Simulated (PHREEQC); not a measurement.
3 g of hydrous ferric oxide (600 m²/g; 0.2 weak and 0.005 strong sites per Fe, Dzombak-Morel constants, diffuse double layer) in 1 kg of water with 0.05 mol/kgw of an inert sodium salt and 7.6e-05 mol/kgw CuSO4, at 25 °C; the pH is set by adding NaOH or the inert anion's acid. Oxygen alone is held at its pressure in air (log pO2 = -0.68). No CO2 enters from the air. Nothing may precipitate in this run.

Model: ion-association model, wateq4f.dat, run in PHREEQC.

Q: Predict S sorbed (%) at pH = 4.5, 7.5, 8, 9.

A: 
```json
[
 {"pH": "4.5", "S sorbed (%)": "99.9"},
 {"pH": "7.5", "S sorbed (%)": "14.5"},
 {"pH": "8", "S sorbed (%)": "2.3"},
 {"pH": "9", "S sorbed (%)": "0.0"}
]
```

The database's constant for dissolved Cu(OH)2 is higher than later reviews accept. The oxide is taken as insoluble; below pH 4 it would dissolve.
